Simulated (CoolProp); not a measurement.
Methanol along the isobar 95.3 bar: density (kg/m³) from the reference equation and from simpler models built on Tc = 513.4 K, pc = 82.16 bar, ω = 0.565; each cubic takes its own stable root.

Computed with CoolProp (reference Helmholtz-energy equation of state, de Reuck 1993).

| T (K) | phase | reference |
|---|---|---|
| 467.4 | liquid | 593.4 |
| 477.7 | liquid | 571.0 |
| 488.1 | liquid | 544.4 |
| 498.5 | liquid | 511.3 |
| 508.9 | liquid | 464.5 |
| 519.2 | supercritical | 372.6 |
| 529.6 | supercritical | 160.1 |
| 540 | supercritical | 125.6 |
| 550.4 | supercritical | 110.1 |
| 560.7 | supercritical | 100.2 |
| 571.1 | supercritical | 92.91 |
| 581.5 | supercritical | 87.35 |
| 591.9 | supercritical | 82.92 |
| 602.2 | supercritical | 79.30 |
| 612.6 | supercritical | 76.22 |

### Question
How far does each simpler model (Redlich-Kwong, Soave-Redlich-Kwong, Peng-Robinson) lie from the reference over these 15 states: mean and median of the absolute difference, and the worst?

### Answer
- Redlich-Kwong: mean 18.1 %, median 7.0 %, worst -36.2 % at 508.9 K and 95.3 bar
- Soave-Redlich-Kwong: mean 15.7 %, median 5.9 %, worst -36.4 % at 519.2 K and 95.3 bar
- Peng-Robinson: mean 10.4 %, median 0.9 %, worst -30.8 % at 519.2 K and 95.3 bar
